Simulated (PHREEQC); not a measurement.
Consider water at 25 °C with 0.0045 mol/kgw (NH4)2SiF6, 0.00021 mol/kgw (CH3)4NF and 0.0026 mol/kgw H2SiF6. Closed to the air; pH follows from the charge balance.

The numbers come from PHREEQC with the ion-association model, wateq4f.dat.

No solid was allowed to form.

### Question
Order these F species by the share of F that they hold, largest first: F-, HF, H2F2, SiF6-2.

### Answer
SiF6-2 (91 %), HF (7.0 %), F- (1.4 %), H2F2 (0.11 %)

The pH is 2.40 and the ionic strength 0.0202 mol/kgw. Examples of supersaturated solids here: Quartz (slow to form), Chalcedony (slow to form). Others may be too. Complexes and solids missing from the database can't appear. (CH3)4N+ isn't in the database: it is added as a free cation with an ion size of 4 Å. SiF6-2 is the database's only silicon fluoride.
